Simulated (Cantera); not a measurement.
Feed: 1 mol Si2H6, 5.5 mol H2O, 0.25 mol H2, held at 623 K and 59.0 mbar.

These are equilibrium values from Cantera (NASA tables, ideal gas, pure condensed phases), not measurements of a reactor. Candidate condensed phases: H2O, Si, SiO2; 18 gas species. The feed counts by its element totals alone. Rates play no part.

Problem. What is the equilibrium state?

Solution. 
| Item | Value |
|---|---|
| x(H2) | 0.829 |
| x(H2O) | 0.171 |
| n(SiO2(α-quartz)) | 2.00 mol |
| gas amount | 8.750 mol |
| log10 activity of Si(s) (absent) | -29.79 |
